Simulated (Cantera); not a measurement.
Cantera run:

```python
import numpy as np
import cantera as ct

gas_names = [...]  # 136 gases of nasa_gas.yaml made of C, H, N, O
cond_names = """
    C(gr) C6H6(L) C7H8(L) C8H18(L),n-octa H2O(s) H2O(L)
""".split()


# ... load() reads the species with a 1 bar reference pressure and builds the phases ...
atoms = {
    'toluene': {'C': 7, 'H': 8},
    'H2O': {'H': 2, 'O': 1},
    'N2': {'N': 2},
}
top_T = {'C(gr)': 4500}  # K; cautious upper limits of use, not melting points


# ... equilibrate(T, P, feed) seeds the gas with the atoms and calls Mixture.equilibrate('TP', solver="vcs", rtol=1e-11, max_steps=5000) ...
results = []
feed = {'toluene': 1, 'H2O': 0.06, 'N2': 38}  # mol
T = 2598.15  # K
P = 280000  # Pa
mix = equilibrate(T, P, feed)
results.append((T, P, feed, dict(zip(mix.species_names, mix.species_moles))))
print(gas.report(threshold=0.0001))
for i in range(1, mix.n_phases):
    print(f"{mix.phase(i).name:16s} {mix.phase_moles(i):12.5e} mol")
```

Result:

```
       temperature   2598.2 K
          pressure   2.8e+05 Pa
           density   0.33417 kg/m^3
  mean mol. weight   25.781 kg/kmol
   phase of matter   gas

                          1 kg             1 kmol
                     ---------------   ---------------
          enthalpy        3.2621e+06        8.4101e+07  J
   internal energy        2.4242e+06        6.2499e+07  J
           entropy            9797.7         2.526e+05  J/K
    Gibbs function       -2.2194e+07       -5.7218e+08  J
 heat capacity c_p            1447.8             37325  J/K
 heat capacity c_v            1125.3             29011  J/K

                      mass frac. Y      mole frac. X     chem. pot. / RT
                     ---------------   ---------------   ---------------
                CN        0.00012814        0.00012698           -16.826
                CO         0.0015426         0.0014199            -39.27
    C2H2,acetylene         0.0012727         0.0012601            -28.57
              C2N2        0.00024461        0.00012119           -33.652
                 H        0.00024902         0.0063691           -10.932
               HCN          0.024747          0.023607           -27.758
               HNC         0.0032301         0.0030814           -27.758
                H2         0.0061199          0.078263           -21.864
                N2           0.96243           0.88572           -26.946
     [ +127 minor]        3.4855e-05        2.8523e-05

C(gr)             5.68726e+00 mol
```

Equilibrium computed with Cantera from the NASA thermochemical tables; the gas is ideal and each condensed phase is pure.
